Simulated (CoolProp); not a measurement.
The fluid at 390.13 K and 10 MPa is throttled through a valve to 2.7 MPa with no heat exchange. The same conditions are run with several fluids, on thermodynamics alone (safety and materials aside).

Values from CoolProp's reference Helmholtz-energy equation of state of each fluid (R245ca: Zhou 2016; R123: Younglove 1994; R365MFC: Lemmon 2016; chloromethane (R40): Thol 2014; isobutene: Lemmon 2005).

```json
[
 {"fluid": "R245ca", "temperature change (K)": "(withheld)", "final phase": "liquid", "final density (kg/m³)": "1120"},
 {"fluid": "R123", "temperature change (K)": "-0.1", "final phase": "liquid", "final density (kg/m³)": "1200"},
 {"fluid": "R365MFC", "temperature change (K)": "+0.1", "final phase": "liquid", "final density (kg/m³)": "1040"},
 {"fluid": "chloromethane (R40)", "temperature change (K)": "-26.7", "final phase": "(withheld)", "final density (kg/m³)": "264"},
 {"fluid": "isobutene", "temperature change (K)": "(withheld)", "final phase": "liquid", "final density (kg/m³)": "445"}
]
```

Q: Fill in the missing entries.

A: 
- R245ca, temperature change (K): -0.5
- chloromethane (R40), final phase: two-phase, vapour fraction 0.172
- isobutene, temperature change (K): -3.4
